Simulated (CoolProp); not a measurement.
Carbonyl sulfide along the isotherm 220.4 K: density (kg/m³) from the reference equation and from simpler models built on Tc = 378.8 K, pc = 6369 kPa, ω = 0.098; each cubic takes its own stable root.

The numbers come from the reference Helmholtz-energy equation of state, Lemmon 2006 in CoolProp. It is a short technical equation, of lower accuracy than the large ones.

```json
[
 {"p (kPa)": "2450", "phase": "liquid", "reference": "1183"},
 {"p (kPa)": "4900", "phase": "liquid", "reference": "1187"},
 {"p (kPa)": "7350", "phase": "liquid", "reference": "1190"},
 {"p (kPa)": "9800", "phase": "liquid", "reference": "1194"},
 {"p (kPa)": "12200", "phase": "liquid", "reference": "1197"},
 {"p (kPa)": "14700", "phase": "liquid", "reference": "1200"},
 {"p (kPa)": "17100", "phase": "liquid", "reference": "1203"},
 {"p (kPa)": "19600", "phase": "liquid", "reference": "1207"},
 {"p (kPa)": "22000", "phase": "liquid", "reference": "1210"},
 {"p (kPa)": "24500", "phase": "liquid", "reference": "1213"},
 {"p (kPa)": "26900", "phase": "liquid", "reference": "1215"},
 {"p (kPa)": "29400", "phase": "liquid", "reference": "1218"},
 {"p (kPa)": "31800", "phase": "liquid", "reference": "1221"}
]
```

How far does each simpler model (van der Waals, Redlich-Kwong, Soave-Redlich-Kwong, Peng-Robinson) lie from the reference over these 13 states: mean and median of the absolute difference, and the worst?


- van der Waals: mean 34.2 %, median 34.1 %, worst -35.5 % at 220.4 K and 2450 kPa
- Redlich-Kwong: mean 4.8 %, median 4.7 %, worst -5.1 % at 220.4 K and 2450 kPa
- Soave-Redlich-Kwong: mean 4.5 %, median 4.5 %, worst -4.9 % at 220.4 K and 2450 kPa
- Peng-Robinson: mean 7.3 %, median 7.4 %, worst +7.3 % at 220.4 K and 19600 kPa
